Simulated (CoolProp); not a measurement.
Vapour-liquid equilibrium of n-hexane (1) + benzene (2) at 343.4 K; x and y are mole fractions of (1).

Computed with CoolProp (multi-fluid Helmholtz-energy mixture model, Thol 2019 and Thol 2012; pair parameters Bell 2016).

Q: Give the bubble pressure and the first vapour's composition at x = 0.05, 0.35, 0.5. Is there an azeotrope?

A: x = 0.05: 0.7904 bar, y = 0.106; x = 0.35: 0.9660 bar, y = 0.460; x = 0.5: 1.012 bar, y = 0.578. y crosses x between x = 0.8 and 0.95: the model has an azeotrope there.

The pair parameters rest on a limited set of measurements; away from them the model extrapolates.
